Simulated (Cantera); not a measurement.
Input (Python, Cantera):

```python
import numpy as np
import cantera as ct

gas = ct.Solution("gri30.yaml")
gas.TPX = 1250, 830, {'N2O': 0.8}
reactor = ct.IdealGasConstPressureReactor(gas, energy="off", clone=False)
net = ct.ReactorNet([reactor])
net.rtol, net.atol = 1e-08, 1e-18
show = ['N2O', 'NO2', 'O2', 'O', 'NO', 'N2']
times = np.geomspace(5e-06, 30, 11)

steps = ct.SolutionArray(gas, extra=["t"])
rows = []
print(f"{'t/s':>10s}{'T/K':>9s}{'P/Pa':>11s}" + "".join(f"{s:>11s}" for s in show))
for t in times:
    while net.time < t:
        t_next = net.step()
        steps.append(gas.state, t=t_next)
    rows.append([np.interp(t, steps.t, y) for y in (steps.T, steps.P, *steps(*show).X.T)])
    print(f"{t:10.3e}{rows[-1][0]:9.1f}{rows[-1][1]:11.4g}" + "".join(f"{x:11.3e}" for x in rows[-1][2:]))
rate = np.gradient(steps.T, steps.t)
print("integrator steps:", len(steps.t))
if steps.T.max() > steps.T[0] + 200:
    print(f"time of steepest temperature rise: {steps.t[rate.argmax()]:.4e} s")
gas.TPX = 1250, 830, {'N2O': 0.8}
gas.equilibrate("TP")
print(f"equilibrium (TP): T = {gas.T:.1f} K  " + "  ".join(f"{s} {gas[s].X[0]:.3e}" for s in show))
```

Output:

```
       t/s      T/K       P/Pa        N2O        NO2         O2          O         NO         N2
 5.000e-06   1250.0        830  1.000e+00  4.067e-23  1.154e-10  3.167e-08  3.325e-11  3.192e-08
 2.381e-05   1250.0        830  1.000e+00  1.965e-20  2.576e-09  1.485e-07  7.425e-10  1.540e-07
 1.134e-04   1250.0        830  1.000e+00  9.209e-18  5.568e-08  6.576e-07  1.605e-08  7.770e-07
 5.400e-04   1250.0        830  1.000e+00  2.997e-15  1.014e-06  2.274e-06  2.924e-07  4.450e-06
 2.572e-03   1250.0        830  1.000e+00  3.499e-13  1.097e-05  3.804e-06  3.163e-06  2.733e-05
 1.225e-02   1250.0        830  9.998e-01  1.212e-11  6.471e-05  3.860e-06  1.865e-05  1.426e-04
 5.833e-02   1250.0        830  9.989e-01  2.923e-10  3.207e-04  3.860e-06  9.244e-05  6.914e-04
 2.778e-01   1250.0        830  9.947e-01  6.152e-09  1.535e-03  3.860e-06  4.426e-04  3.296e-03
 1.323e+00   1250.0        830  9.752e-01  9.631e-08  7.229e-03  3.860e-06  2.084e-03  1.550e-02
 6.300e+00   1250.0        830  8.888e-01  8.219e-07  3.240e-02  3.858e-06  9.339e-03  6.948e-02
 3.000e+01   1250.0        830  5.894e-01  4.921e-06  1.196e-01  3.852e-06  3.447e-02  2.565e-01
integrator steps: 540
equilibrium (TP): T = 1250.0 K  N2O 1.874e-09  NO2 5.043e-07  O2 3.332e-01  O 4.414e-07  NO 3.286e-04  N2 6.665e-01
```

Computed with Cantera and GRI-Mech 3.0 (53 species, 325 reactions). GRI-Mech 3.0 was tuned for natural gas; its chemistry of N2O as a main component is partial and can be far from experiment. Radical loss at walls, strong at low pressure, is not modelled. The mechanism lacks the step 2 NO + O2 → 2 NO2, which can matter for NO2 below about 1400 K. The temperature is held fixed by assumption; the heat of reaction is taken as removed at once.
